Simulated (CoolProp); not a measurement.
Saturation properties of CF4 (R14).

The numbers come from the reference Helmholtz-energy equation of state, Platzer 1990 in CoolProp. This equation is an older, rougher fit; its heat capacities, sound speeds and derivatives of the liquid may be far off and weren't checked against measurements.

```csv
T (K),p (kPa),vapour density (kg/m³),surface tension (mN/m)
140.1,70.24,5.451,12.9
148.3,126.2,___,___
156.5,211.7,15.24,9.98
164.6,333.8,23.47,8.59
172.8,505.0,34.99,___
181,734.4,50.69,___
189.2,1033,71.92,4.64
197.3,1408,100.4,3.46
205.5,1881,___,2.34
213.7,2465,___,1.31
221.9,3182,304.4,0.429
```

Q: Fill in the missing entries.

A: 
- 148.3, vapour density (kg/m³): 9.393
- 148.3, surface tension (mN/m): 11.4
- 172.8, surface tension (mN/m): 7.23
- 181, surface tension (mN/m): 5.91
- 205.5, vapour density (kg/m³): 140.5
- 213.7, vapour density (kg/m³): 199.8

It boils at 145.1 K under 1 atm.

Surface tension comes from a separate correlation (Mulero 2012).
